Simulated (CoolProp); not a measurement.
n-decane along the isotherm 224.45 °C: density (kg/m³) from the reference equation and from simpler models built on Tc = 344.5 °C, pc = 2.101 MPa, ω = 0.488; each cubic takes its own stable root.

Model: reference Helmholtz-energy equation of state, Lemmon 2006, in CoolProp. It is a short technical equation, of lower accuracy than the large ones.

```json
[
 {"p (MPa)": "0.07", "phase": "gas", "reference": "2.477"},
 {"p (MPa)": "0.14", "phase": "gas", "reference": "5.109"},
 {"p (MPa)": "0.21", "phase": "gas", "reference": "7.929"},
 {"p (MPa)": "0.28", "phase": "gas", "reference": "10.98"},
 {"p (MPa)": "0.35", "phase": "liquid", "reference": "554.0"},
 {"p (MPa)": "0.42", "phase": "liquid", "reference": "554.3"},
 {"p (MPa)": "0.49", "phase": "liquid", "reference": "554.6"},
 {"p (MPa)": "0.56", "phase": "liquid", "reference": "554.9"},
 {"p (MPa)": "0.63", "phase": "liquid", "reference": "555.2"},
 {"p (MPa)": "0.7", "phase": "liquid", "reference": "555.4"},
 {"p (MPa)": "0.77", "phase": "liquid", "reference": "555.7"},
 {"p (MPa)": "0.841", "phase": "liquid", "reference": "556.0"},
 {"p (MPa)": "0.911", "phase": "liquid", "reference": "556.3"},
 {"p (MPa)": "0.981", "phase": "liquid", "reference": "556.6"},
 {"p (MPa)": "1.05", "phase": "liquid", "reference": "556.8"}
]
```

Task: How far does each simpler model (van der Waals, Peng-Robinson) lie from the reference over these 15 states: mean and median of the absolute difference, and the worst?

Result: 
- van der Waals: mean 57.9 %, median 46.4 %, worst -97.6 % at 224.45 °C and 0.35 MPa
- Peng-Robinson: mean 4.4 %, median 5.6 %, worst -5.9 % at 224.45 °C and 0.35 MPa

At some of these states van der Waals gives the other phase, because its saturation line lies elsewhere.
